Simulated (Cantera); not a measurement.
## Pyrogenic steam for wet oxidation

An isothermal, constant-pressure homogeneous reactor starts with H₂ : O₂ : N₂ = 1.8 : 1 : 4.3 (molar parts), equivalence ratio 0.90, at 1250 K and 37000 Pa.

Computed with Cantera and the H2/O2 subset of GRI-Mech 3.0, which has no nitrogen chemistry. The temperature is held fixed by assumption; the heat of reaction is taken as removed at once.

```csv
t (s),x H₂,x O₂,x H₂O₂,x H,x O,x H₂O
4.00e-6,0.254,0.141,1.57e-11,1.04e-8,1.14e-9,2.61e-9
1.37e-5,0.254,0.141,1.88e-10,9.01e-8,1.26e-8,7.48e-8
4.66e-5,0.253,0.141,7.16e-9,2.27e-5,3.27e-6,2.69e-5
0.000159,0.0332,0.0410,2.56e-6,0.0650,0.0109,0.201
0.000543,0.0101,0.0213,2.81e-6,0.00613,0.00136,0.273
0.00185,0.00167,0.0168,1.48e-6,0.000314,0.000155,0.288
0.00632,0.000179,0.0162,3.64e-7,1.03e-5,1.47e-5,0.290
0.0216,1.81e-5,0.0161,6.82e-8,3.75e-7,1.68e-6,0.290
0.0737,2.57e-6,0.0161,1.42e-8,2.35e-8,2.86e-7,0.290
0.251,5.61e-7,0.0161,3.65e-9,2.61e-9,6.83e-8,0.290
0.858,1.89e-7,0.0161,1.26e-9,5.18e-10,2.26e-8,0.290
2.93,1.32e-7,0.0161,8.36e-10,2.94e-10,1.47e-8,0.290
10.0,1.31e-7,0.0161,8.26e-10,2.89e-10,1.45e-8,0.290
```
x: mole fraction; the columns are a selection and need not sum to one.

Equilibrium at this temperature and pressure: H₂ 1.31e-7, O₂ 0.0161, H₂O₂ 8.26e-10, H 2.89e-10, O 1.45e-8, H₂O 0.290 (gas phase only).
